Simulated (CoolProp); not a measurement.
Vapour-liquid equilibrium of propylene (1) + propane (2) at 15.1 kPa; x and y are mole fractions of (1).

The numbers come from the multi-fluid Helmholtz-energy mixture model, Lemmon 2013 and Lemmon 2009; pair parameters Bell 2016 in CoolProp.

```csv
x,bubble temperature (°C),y at the bubble point,dew temperature at overall composition x (°C),liquid density (mol/L)
0.05,-78.2,0.074,-78.0,14.14
0.2,-79.2,0.267,(withheld),14.34
0.35,-80.1,0.430,(withheld),14.54
0.5,(withheld),0.572,(withheld),14.75
0.65,(withheld),0.704,(withheld),14.96
0.8,(withheld),0.830,-81.7,15.18
0.95,-82.1,0.957,-82.1,15.40
```

What belongs in the gaps?


- 0.2, dew temperature at overall composition x (°C): -78.9
- 0.35, dew temperature at overall composition x (°C): -79.6
- 0.5, bubble temperature (°C): -80.7
- 0.5, dew temperature at overall composition x (°C): -80.4
- 0.65, bubble temperature (°C): -81.3
- 0.65, dew temperature at overall composition x (°C): -81.1
- 0.8, bubble temperature (°C): -81.8

No azeotrope shows between x = 0.05 and 0.95.

Pair parameters are fitted to limited data, so mixtures are less certain than the pure fluids.
